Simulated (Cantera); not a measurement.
Stirred combustor or abatement burner

A perfectly stirred reactor is fed with 5.39 % CH4, 5.39 % H2, 18.7 % O2, 70.5 % N2, equivalence ratio 0.72, at 2.27 atm; it is adiabatic with a 775 K inlet, and is followed from long to short residence time, starting on the burning branch (τ in s: 0.24, 0.12, 0.054, 0.026, 0.012, 0.0057, 0.0027, 0.0013, 0.0006, 0.00028, 0.00013, 6.3e-05, 3e-05).

Computed with Cantera and GRI-Mech 3.0 (53 species, 325 reactions).

| τ (s) | T (K) | x CH4 | x H2 | x O2 | x CO2 | x OH |
|---|---|---|---|---|---|---|
| 0.24 | 2250 | 3.37e-7 | 0.000755 | 0.0509 | 0.0538 | 0.00446 |
| 0.12 | 2252 | 6.60e-7 | 0.000771 | 0.0514 | 0.0538 | 0.00452 |
| 0.054 | 2253 | 1.42e-6 | 0.000804 | 0.0520 | 0.0537 | 0.00464 |
| 0.026 | 2253 | 2.82e-6 | 0.000860 | 0.0525 | 0.0536 | 0.00480 |
| 0.012 | 2250 | 5.66e-6 | 0.000974 | 0.0529 | 0.0533 | 0.00507 |
| 0.0057 | 2243 | 1.06e-5 | 0.00119 | 0.0532 | 0.0528 | 0.00551 |
| 0.0027 | 2229 | 1.89e-5 | 0.00158 | 0.0536 | 0.0520 | 0.00622 |
| 0.0013 | 2207 | 3.18e-5 | 0.00221 | 0.0542 | 0.0506 | 0.00717 |
| 0.00060 | 2172 | 5.44e-5 | 0.00323 | 0.0551 | 0.0485 | 0.00836 |
| 0.00028 | 2124 | 9.34e-5 | 0.00462 | 0.0564 | 0.0457 | 0.00951 |
| 0.00013 | 2061 | 0.000168 | 0.00638 | 0.0584 | 0.0421 | 0.0104 |
| 6.3e-5 | 1988 | 0.000311 | 0.00834 | 0.0611 | 0.0377 | 0.0107 |
| 3.0e-5 | 1901 | 0.000654 | 0.0107 | 0.0657 | 0.0316 | 0.0103 |
x: mole fraction; the columns are a selection and need not sum to one.
